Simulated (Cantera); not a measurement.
Hydrocarbon pyrolysis for carbon deposition

A perfectly stirred reactor is fed with CH4 : N2 = 1 : 96 (molar parts), at 100.0 Torr; it is held at 1773 K, and followed from long to short residence time.

Cantera simulation using GRI-Mech 3.0 (53 species, 325 reactions); the numbers are that mechanism's predictions, not measurements. GRI-Mech 3.0 stops at C3 and has no aromatics, soot or wall deposition, so with more carbon than oxygen in the feed, carbon stays in small species such as C2H2 where larger ones or solid carbon would form.

| τ (s) | x CH4 | x C2H4 | x CH3 | x CH2 | x HCN | x H |
|---|---|---|---|---|---|---|
| 0.96 | 0.000804 | 9.15e-6 | 7.46e-5 | 3.50e-7 | 7.43e-5 | 6.63e-5 |
| 0.36 | 0.00144 | 2.48e-5 | 0.000120 | 4.83e-7 | 3.26e-5 | 5.63e-5 |
| 0.14 | 0.00248 | 6.28e-5 | 0.000183 | 6.22e-7 | 1.34e-5 | 4.54e-5 |
| 0.051 | 0.00420 | 0.000152 | 0.000272 | 7.45e-7 | 4.37e-6 | 3.27e-5 |
| 0.019 | 0.00644 | 0.000276 | 0.000352 | 7.56e-7 | 1.04e-6 | 1.96e-5 |
| 0.0071 | 0.00876 | 0.000240 | 0.000344 | 5.22e-7 | 1.09e-7 | 7.61e-6 |
| 0.0027 | 0.00997 | 4.83e-5 | 0.000195 | 1.75e-7 | 4.16e-9 | 2.00e-6 |
| 0.0010 | 0.0102 | 3.44e-6 | 7.74e-5 | 3.56e-8 | 2.00e-10 | 9.15e-7 |
x: mole fraction; the columns are a selection and need not sum to one.
